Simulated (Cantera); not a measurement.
Feed: 1 mol CH2F2, 2.5 mol H2, 0.99 mol HCl, at 2250 K and 7500 Pa.

Equilibrium computed with Cantera from the NASA thermochemical tables; the gas is ideal and each condensed phase is pure. Candidate condensed phases: C, C6H6, C7H8, C8H18; 118 gas species. Kinetics and transport are ignored.

Base state: H2 0.442, HF 0.360, HCl 0.173, H 0.0180, Cl 0.00511, C2H2 (acetylene) 0.00148, F 1.49e-5 (mole fractions); condensed: C(graphite).

Q: What changes in the equilibrium state with this change: CH2F2 replaced by CH3Cl?

A: 
```
species            before    after
----------------  -------  -------
H2                  0.442    0.620
HCl                 0.173    0.348
H                  0.0180   0.0213
HF                  0.360        0
F                 1.49e-5        0
Cl                0.00511  0.00869
C2H2 (acetylene)  0.00148  0.00207
C(graphite), mol    0.983    0.977
```
